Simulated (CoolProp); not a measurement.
The fluid at 298.15 K and 0.714 MPa flows at 0.15 m/s in a round tube of 25 mm bore and 15 µm roughness, fully developed (64/Re and Nu = 3.66 if laminar; Colebrook and Gnielinski if turbulent). The same conditions are run with several fluids, on thermodynamics alone (safety and materials aside).

Model: reference Helmholtz-energy equation of state of each fluid (propylene: Lemmon 2013; methane: Setzmann 1991; R143a: Lemmon and Jacobsen 2000; R125: Lemmon 2005; R404A: Lemmon 2003), in CoolProp. Blends and air are pseudo-pure fits.

```json
[
 {"fluid": "propylene", "Reynolds number": "5910", "Darcy friction factor": "0.0364", "pressure drop (Pa/m)": "0.223", "heat-transfer coefficient (W/(m² K))": "14.7", "mass flow (kg/h)": "3.61"},
 {"fluid": "methane", "Reynolds number": "1560", "Darcy friction factor": "0.0411", "pressure drop (Pa/m)": "0.0866", "heat-transfer coefficient (W/(m² K))": "5.06", "mass flow (kg/h)": "1.24"},
 {"fluid": "R143a", "Reynolds number": "9250", "Darcy friction factor": "0.0324", "pressure drop (Pa/m)": "0.406", "heat-transfer coefficient (W/(m² K))": "18.5", "mass flow (kg/h)": "7.38"},
 {"fluid": "R125", "Reynolds number": "11200", "Darcy friction factor": "0.0309", "pressure drop (Pa/m)": "0.545", "heat-transfer coefficient (W/(m² K))": "20.4", "mass flow (kg/h)": "10.4"},
 {"fluid": "R404A", "Reynolds number": "9720", "Darcy friction factor": "0.0320", "pressure drop (Pa/m)": "0.465", "heat-transfer coefficient (W/(m² K))": "18.7", "mass flow (kg/h)": "8.55"}
]
```

Transport values come from each fluid's own correlations; those of propylene, R143a are estimates that may be off by 10 % or more.
